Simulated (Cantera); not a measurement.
A closed system holds: 1 mol MgO, 4.9 mol H2, held at 0.00710 bar.

Method: chemical equilibrium by Gibbs-energy minimisation in Cantera with the NASA 1993 tables (ideal gas, pure condensed phases). Candidate condensed phases: H2O, Mg, MgO, Mg(OH)2; 30 gas species. Ions and electrons are included (thermal ionisation). Rates play no part. All values below are at 4227 °C.

Base state: H 0.824, O 0.0841, Mg 0.0769, Mg+ 0.00727, e- 0.00727, H2 0.000403, OH 7.52e-5 (mole fractions); condensed: gas only.

What changes in the equilibrium state with this change: pressure from 0.00710 bar to 2.10e-5 bar?


```json
[
 {"species": "H", "before": "0.824", "after": "0.779"},
 {"species": "O", "before": "0.0841", "after": "0.0794"},
 {"species": "e-", "before": "0.00727", "after": "0.0626"},
 {"species": "Mg", "before": "0.0769", "after": "0.0168"},
 {"species": "Mg+", "before": "0.00727", "after": "0.0626"},
 {"species": "OH", "before": "7.52e-5", "after": "1.99e-7"},
 {"species": "H2", "before": "0.000403", "after": "1.06e-6"}
]
```
